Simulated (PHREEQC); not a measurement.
Solution (25 °C): 0.38 mol ZnCl2, 0.0021 mol NaCl, 0.024 mol H2SO4 and 0.7 mol H3BO3 per kg of water. Closed to the air; pH follows from the charge balance.

All values are PHREEQC results (ion-association model, phreeqc.dat), not measurements.

No solid was allowed to form.

### Question
Predict the pH, ionic strength, density.

### Answer
pH 1.49; ionic strength 0.921 mol/kgw; density 1.058 g/cm³.

### Question
In which forms is Cl present?

### Answer
Cl- 78 %, ZnCl+ 9.7 %, ZnCl3- 4.6 %, ZnCl4-2 3.9 %, ZnCl2 3.6 % of the Cl.

Caution: at this ionic strength the ion-association model is outside its range; a Pitzer model would be the better tool where its parameters exist.
